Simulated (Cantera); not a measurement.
A perfectly stirred reactor is fed with N2O : H2 : N2 = 1 : 0.013 : 1.9 (molar parts), at 760 Torr; it is held at 1348 K, and followed from long to short residence time.

Computed with Cantera and GRI-Mech 3.0 (53 species, 325 reactions). GRI-Mech 3.0 was tuned for natural gas; its chemistry of N2O as a main component is partial and can be far from experiment. The mechanism lacks the step 2 NO + O2 → 2 NO2, which can matter for NO2 below about 1400 K. The temperature is held fixed by assumption; the heat of reaction is taken as removed at once.

Problem. Predict: x(N2O) at τ = 7.00 s; x(H2) at τ = 7.00 s; x(H2O) at τ = 7.00 s; x(HO2) at τ = 7.00 s; x(NO) at τ = 7.00 s; x(N2O) at τ = 0.110 s; x(H2) at τ = 0.110 s; x(H2O) at τ = 0.110 s; x(HO2) at τ = 0.110 s; x(NO) at τ = 0.110 s.

Solution. 
- x(N2O) at τ = 7.00 s = 0.00916
- x(H2) at τ = 7.00 s = 1.40e-6
- x(H2O) at τ = 7.00 s = 0.00383
- x(HO2) at τ = 7.00 s = 4.34e-8
- x(NO) at τ = 7.00 s = 0.0155
- x(N2O) at τ = 0.110 s = 0.183
- x(H2) at τ = 0.110 s = 4.07e-5
- x(H2O) at τ = 0.110 s = 0.00411
- x(HO2) at τ = 0.110 s = 2.02e-7
- x(NO) at τ = 0.110 s = 0.0188
